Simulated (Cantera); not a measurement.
Source: NASA polynomial tables (part measured, part estimated), evaluated in Cantera. Values are per mole of reaction as written; species without (g) are pure solids or liquids, kept so even where they would boil at 1 bar. ZrN: taken at fixed stoichiometry.

Q: Between 300 and 2198 K, where is each reaction favourable under standard conditions?
- 5 H2(g) + 2 N2O(g) + 4 ZrO2(g) = 4 ZrN + 5 H2O2(g)

A: 
- 5 H2(g) + 2 N2O(g) + 4 ZrO2(g) = 4 ZrN + 5 H2O2(g): ΔG° is -903 kJ at 300 K and 705 kJ at 2198 K; it changes sign between 300 and 1398 K. ΔH° is -1075 kJ and ΔS° -810 J/K at 2198 K.
